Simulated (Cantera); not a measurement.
An adiabatic, constant-pressure homogeneous reactor starts with H₂ : O₂ : N₂ = 1 : 0.417 : 3.83 (molar parts), equivalence ratio 1.2, at 1300 K and 510000 Pa.

Detailed kinetics in Cantera: the H2/O2 subset of GRI-Mech 3.0, which has no nitrogen chemistry. The hydrogen kinetics of GRI-Mech 3.0 are dated; newer H2 mechanisms differ, most at raised pressure.

**Question.** Predict: time of steepest temperature rise; temperature at 0.200 s; equilibrium temperature; x(H₂) at 0.200 s; x(O₂) at 0.200 s; x(OH) at 0.200 s; x(H₂O) at 0.200 s; x(O) at 0.200 s; x(HO₂) at 0.200 s.

**Answer.** 
```json
{
  "time_of_steepest_temperature_rise": "12.0 µs",
  "temperature at 0.200 s": "2412 K",
  "equilibrium_temperature": "2412 K",
  "x(H₂) at 0.200 s": "0.0344 (gas-phase equilibrium 0.0344)",
  "x(O₂) at 0.200 s": "7.15e-5 (gas-phase equilibrium 7.15e-5)",
  "x(OH) at 0.200 s": "0.00129 (gas-phase equilibrium 0.00129)",
  "x(H₂O) at 0.200 s": "0.171 (gas-phase equilibrium 0.171)",
  "x(O) at 0.200 s": "3.48e-5 (gas-phase equilibrium 3.48e-5)",
  "x(HO₂) at 0.200 s": "5.55e-8 (gas-phase equilibrium 5.55e-8)"
}
```
